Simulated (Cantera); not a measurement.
A diamond (100) surface in a fixed gas of H2 with x(CH4) = 0.0067, x(H) = 0.037, x(CH3) = 1.4e-05, 0.200 bar; coverages are run to steady state.

Cantera simulation using the Harris–Goodwin 1993 mechanism for the reconstructed diamond (100) surface; the numbers are that mechanism's predictions, not measurements.

One state of this run: growth (µm/h) = 2.80; θ c6HH = 0.376; θ c6H* = 0.0508; θ c6*H = 0.525; θ c6** = 0.0477; θ c6HM = 4.84e-5. θ: site fractions in the mechanism's names (c6HH fully hydrogenated, c6H* and c6*H radical sites, c6** diradical, c6HM methylated).

Q: Which value of T (K) does it belong to?
(A) 950
(B) 1400
(C) 1000
(D) 1300

A: D, 1300
